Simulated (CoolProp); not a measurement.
Aqueous magnesium chloride as a coolant, 29 % by mass, freezing at -86.3 °C, 1 atm.

Values from CoolProp's Melinder's fits for secondary coolants.

| T (°C) | conductivity (W/(m K)) | density (kg/m³) | cp (kJ/(kg K)) | Prandtl number |
|---|---|---|---|---|
| -33.3 | 0.333 | 1342 | (withheld) | 1570000 |
| -26.2 | 0.358 | 1337 | 2.699 | 633000 |
| -19.1 | 0.383 | 1330 | 2.693 | 261000 |
| -12 | 0.406 | (withheld) | 2.687 | 112000 |
| -4.9 | 0.428 | 1314 | (withheld) | 50300 |
| 2.2 | 0.449 | 1306 | 2.671 | (withheld) |
| 9.3 | 0.469 | 1297 | 2.658 | 12500 |
| 16.4 | 0.488 | 1289 | 2.640 | 7150 |
| 23.4 | 0.506 | 1282 | (withheld) | 4570 |
| 30.5 | 0.524 | 1275 | 2.582 | 3280 |
| 37.6 | 0.542 | 1271 | 2.540 | 2700 |

### Question
Complete the blanks.

### Answer

- -33.3, cp (kJ/(kg K)): 2.708
- -12, density (kg/m³): 1323
- -4.9, cp (kJ/(kg K)): 2.680
- 2.2, Prandtl number: 24100
- 23.4, cp (kJ/(kg K)): 2.615
